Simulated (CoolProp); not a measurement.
Hexamethyldisiloxane (MM) at several states: density (kg/m³) from the reference equation and from simpler models built on Tc = 518.7 K, pc = 1931 kPa, ω = 0.418; each cubic takes its own stable root.

Model: reference Helmholtz-energy equation of state, Thol 2016, in CoolProp.

| T (K) | p (kPa) | phase | reference |
|---|---|---|---|
| 211.9 | 178 | liquid | 848.2 |
| 381.4 | 43.1 | gas | 2.261 |
| 537.7 | 1170 | gas | 54.38 |
| 234.9 | 274 | liquid | 824.9 |
| 529.5 | 4020 | supercritical | 452.3 |

Question: How far does each simpler model (van der Waals, Redlich-Kwong, Soave-Redlich-Kwong, Peng-Robinson) lie from the reference over these 5 states: mean and median of the absolute difference, and the worst?

Answer: 
- van der Waals: mean 22.4 %, median 26.4 %, worst -41.0 % at 211.9 K and 178 kPa
- Redlich-Kwong: mean 7.3 %, median 11.2 %, worst -12.2 % at 211.9 K and 178 kPa
- Soave-Redlich-Kwong: mean 6.7 %, median 8.9 %, worst -12.9 % at 529.5 K and 4020 kPa
- Peng-Robinson: mean 1.6 %, median 1.1 %, worst -3.6 % at 529.5 K and 4020 kPa
